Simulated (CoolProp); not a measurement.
Properties of n-undecane along the isobar 3360 kPa.

The numbers come from the reference Helmholtz-energy equation of state, Aleksandrov 2011 in CoolProp. It is a short technical equation, of lower accuracy than the large ones.

```json
[
 {"T (K)": "318.2", "phase": "liquid", "isothermal compressibility (1/MPa)": "0.001151", "expansivity (1/kK)": "1.027"},
 {"T (K)": "327.4", "phase": "liquid", "isothermal compressibility (1/MPa)": "0.001226", "expansivity (1/kK)": "?"},
 {"T (K)": "336.6", "phase": "liquid", "isothermal compressibility (1/MPa)": "0.001308", "expansivity (1/kK)": "?"},
 {"T (K)": "345.8", "phase": "liquid", "isothermal compressibility (1/MPa)": "?", "expansivity (1/kK)": "?"},
 {"T (K)": "354.9", "phase": "liquid", "isothermal compressibility (1/MPa)": "0.001489", "expansivity (1/kK)": "1.071"},
 {"T (K)": "364.1", "phase": "liquid", "isothermal compressibility (1/MPa)": "0.001592", "expansivity (1/kK)": "?"},
 {"T (K)": "373.3", "phase": "liquid", "isothermal compressibility (1/MPa)": "?", "expansivity (1/kK)": "?"},
 {"T (K)": "382.5", "phase": "liquid", "isothermal compressibility (1/MPa)": "?", "expansivity (1/kK)": "1.120"}
]
```

### Question
Complete the blanks.

### Answer

- 327.4, expansivity (1/kK): 1.036
- 336.6, expansivity (1/kK): 1.047
- 345.8, isothermal compressibility (1/MPa): 0.001395
- 345.8, expansivity (1/kK): 1.058
- 364.1, expansivity (1/kK): 1.086
- 373.3, isothermal compressibility (1/MPa): 0.001703
- 373.3, expansivity (1/kK): 1.102
- 382.5, isothermal compressibility (1/MPa): 0.001824
